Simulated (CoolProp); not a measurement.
Vapour-liquid equilibrium of propane (1) + isobutane (2) at 0.0577 MPa; x and y are mole fractions of (1).

The numbers come from the multi-fluid Helmholtz-energy mixture model, Lemmon 2009 and Bücker 2006; pair parameters Kunz 2012 in CoolProp.

Give the bubble temperature and the first vapour's composition at x = 0.35, 0.575, 0.8. Is there an azeotrope?

x = 0.35: 233.5 K, y = 0.663; x = 0.575: 227.4 K, y = 0.839; x = 0.8: 222.6 K, y = 0.943. No azeotrope shows between x = 0.05 and 0.95.

Pair parameters are fitted to limited data, so mixtures are less certain than the pure fluids.
